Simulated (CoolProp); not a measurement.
A single-stage vapour-compression cycle with R404A: evaporating at 309.15 K (dew point), condensing at 331.15 K (bubble point), superheat 5 K, subcooling 0 K, compressor efficiency 0.75, no pressure losses. Each further row changes one setting.

Computed with CoolProp (reference Helmholtz-energy equation of state, Lemmon 2003). It is a pseudo-pure fit of the blend.

```csv
case,cooling COP,pressure ratio,discharge temperature (K),refrigerating effect (kJ/kg),volumetric capacity (kJ/m³)
as stated,7.25,1.68,341.9,93.5,7990
evaporating temperature 314.15 K,9.78,1.49,340.8,94.9,9350
condensing temperature 326.15 K,10.1,1.50,335.7,103,8830
subcooling 5 K,8.08,1.68,341.9,104,8910
superheat 15 K,7.46,1.68,351.1,106,8310
compressor efficiency 0.65,6.29,1.68,343.1,93.5,7990
```
